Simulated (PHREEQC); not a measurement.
Solution (25 °C): 0.01 mol KHF2 per kg of water. It is in equilibrium with CO2 at log p = -3.4 (atm). Otherwise closed; pH follows from the charge balance.

The numbers come from PHREEQC with the ion-association model, phreeqc.dat.

No solid was allowed to form.

Task: Predict the pH, ionic strength.

Result: pH 3.19; ionic strength 0.0107 mol/kgw.

Task: In which forms is F present?

Result: F- 52 %, HF 45 %, HF2- 3.6 % of the F.

Species that the database lacks are ignored.
